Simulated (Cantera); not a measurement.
A perfectly stirred reactor is fed with C2H6 : H2 = 1 : 35 (molar parts), at 2670 Pa; it is held at 1675 K, and followed from long to short residence time.

Model: GRI-Mech 3.0 (53 species, 325 reactions), integrated in Cantera. GRI-Mech 3.0 stops at C3 and has no aromatics, soot or wall deposition, so with more carbon than oxygen in the feed, carbon stays in small species such as C2H2 where larger ones or solid carbon would form. Radical loss at walls, strong at low pressure, is not modelled.

Problem. What does this change do: pressure from 2670 Pa to 100000 Pa?

Solution. 
```csv
quantity,before,after
x(C2H6) at τ = 0.870 s,8.95e-6,4.08e-6
x(H2) at τ = 0.870 s,0.965,0.963
x(H) at τ = 0.870 s,0.000977,0.000117
x(C2H2) at τ = 0.870 s,0.0192,0.0156
x(CH4) at τ = 0.870 s,0.0145,0.0207
x(C2H6) at τ = 28.0 ms,0.000161,4.19e-5
x(H2) at τ = 28.0 ms,0.958,0.961
x(H) at τ = 28.0 ms,0.00179,0.000171
x(C2H2) at τ = 28.0 ms,0.0127,0.0139
x(CH4) at τ = 28.0 ms,0.0259,0.0237
```
